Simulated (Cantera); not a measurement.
Feed: 1 mol Si, a varied amount of HCl, 0.12 mol N2, equilibrated at 375 °C and 13.3 mbar.

Cantera equilibrium calculation (NASA polynomials, part measured and part estimated; ideal gas, pure solids and liquids). Candidate condensed phases: NH4Cl, Si, Si3N4; 28 gas species. N2 is the only nitrogen source here; it is nearly inert below about 1500 K, so the nitride shown seldom forms there in practice. Kinetics and transport are ignored.

Question: At 4.8 mol HCl, list the 6 most abundant gas species with their mole fractions, and the condensed phases.

Answer: H2 0.474, HCl 0.269, SiCl4 0.237, N2 0.0194, SiHCl3 3.27e-5, NH3 1.17e-5. Condensed: Si3N4(s).
